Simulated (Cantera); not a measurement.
Silicon nitride deposition: SiH2Cl2 + NH3

Charge: 1 mol SiH2Cl2, 0.1 mol NH3, at 700 K.

Cantera equilibrium calculation (NASA polynomials, part measured and part estimated; ideal gas, pure solids and liquids). Candidate condensed phases: NH4Cl, Si, Si3N4; 28 gas species. The tables' values for SiCl3 are old estimates; treat these amounts as uncertain. The numbers say what is thermodynamically allowed, not how fast it happens.

```json
[
 {"P (Pa)": "5", "log p H2": "-4.46", "log p SiCl4": "-4.83", "log p SiHCl3": "-6.28", "log p HCl": "-6.70", "log p SiH2Cl2": "-8.92", "n Si(s)": "0.422", "n Si3N4(s)": "0.0250"},
 {"P (Pa)": "26", "log p H2": "-3.75", "log p SiCl4": "-4.12", "log p SiHCl3": "-5.39", "log p HCl": "-6.16", "log p SiH2Cl2": "-7.85", "n Si(s)": "0.420", "n Si3N4(s)": "0.0250"},
 {"P (Pa)": "140", "log p H2": "-3.02", "log p SiCl4": "-3.40", "log p SiHCl3": "-4.49", "log p HCl": "-5.62", "log p SiH2Cl2": "-6.76", "n Si(s)": "0.416", "n Si3N4(s)": "0.0250"},
 {"P (Pa)": "710", "log p H2": "-2.31", "log p SiCl4": "-2.70", "log p SiHCl3": "-3.61", "log p HCl": "-5.09", "log p SiH2Cl2": "-5.71", "n Si(s)": "0.411", "n Si3N4(s)": "0.0250"},
 {"P (Pa)": "3700", "log p H2": "-1.60", "log p SiCl4": "-2.00", "log p SiHCl3": "-2.73", "log p HCl": "-4.56", "log p SiH2Cl2": "-4.64", "n Si(s)": "0.404", "n Si3N4(s)": "0.0250"},
 {"P (Pa)": "19000", "log p H2": "-0.89", "log p SiCl4": "-1.32", "log p SiHCl3": "-1.86", "log p HCl": "-4.04", "log p SiH2Cl2": "-3.59", "n Si(s)": "0.395", "n Si3N4(s)": "0.0250"},
 {"P (Pa)": "100000", "log p H2": "-0.18", "log p SiCl4": "-0.63", "log p SiHCl3": "-0.99", "log p HCl": "-3.51", "log p SiH2Cl2": "-2.54", "n Si(s)": "0.382", "n Si3N4(s)": "0.0250"}
]
```
log p: log10 of the partial pressure in bar; n: condensed amount in mol.

From 0.0375 Torr to 750 Torr the condensed part is Si(s) + Si3N4(s). The main Si-bearing gas is SiCl4 throughout. The share of Si in condensed phases is highest at 0.0375 Torr (49.7 %) and lowest at 750 Torr (45.7 %).
